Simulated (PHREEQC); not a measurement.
Consider water at 86 °C with 22 mmol/kgw HF, 1 mmol/kgw NaF and 0.00026 mmol/kgw H4SiO4. Closed to the air; pH follows from the charge balance.

Equilibrium calculation in PHREEQC: ion-association model, phreeqc.dat.

Each row changes one thing in this solution. No solid was allowed to form.

```
case                            pH  ionic strength (mol/kgw)  HF (mol/kgw)  F- (mol/kgw)  HF2- (mol/kgw)  NaF (mol/kgw)  SI of Quartz (SiO2)
----------------------------  ----  ------------------------  ------------  ------------  --------------  -------------  -------------------
as made                       2.78                   0.00277        0.0200       0.00255        0.000215        1.28e-6                -4.79
0.00039 mol/kgw NH3 added     2.82                   0.00300        0.0198       0.00277        0.000230        1.39e-6                -4.84
temperature from 86 to 40 °C  2.56                   0.00396        0.0187       0.00367        0.000289        1.83e-6                -7.52
HF left out                   6.61                  0.001000       1.17e-6      0.000998         4.93e-9        5.29e-7                -3.35
diluted 100-fold with water   3.89                  0.000140       8.95e-5      0.000140         5.28e-8       7.83e-10                -5.35
```

At this temperature some constants are extrapolated from 25 °C, and those without enthalpy data are left unchanged. SiF6-2 is the database's only silicon fluoride.
